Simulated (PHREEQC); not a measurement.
Consider water at 45 °C with 0.12 mol CuSO4 and 0.0031 mol Na2SO4 per kg of water. Closed to the air; pH follows from the charge balance.

The numbers come from PHREEQC with the ion-association model, wateq4f.dat.

```json
{
  "pH": "4.30",
  "ionic_strength": "0.243 mol/kgw"
}
```

```json
[
 {"species": "SO4-2", "molality": "0.0613", "activity": "0.0160", "log γ": "-0.584"},
 {"species": "CuSO4", "molality": "0.0612", "activity": "0.0647", "log γ": "0.024"},
 {"species": "Cu+2", "molality": "0.0586", "activity": "0.0174", "log γ": "-0.527"},
 {"species": "Na+", "molality": "0.00569", "activity": "0.00413", "log γ": "-0.140"},
 {"species": "NaSO4-", "molality": "0.000512", "activity": "0.000372", "log γ": "-0.139"},
 {"species": "HSO4-", "molality": "0.000176", "activity": "0.000125", "log γ": "-0.150"},
 {"species": "Cu2(OH)2+2", "molality": "0.000118", "activity": "3.36e-5", "log γ": "-0.545"}
]
```

Precipitation was switched off in this run. Species that the database lacks are ignored. Constants without temperature data keep their 25 °C values here.
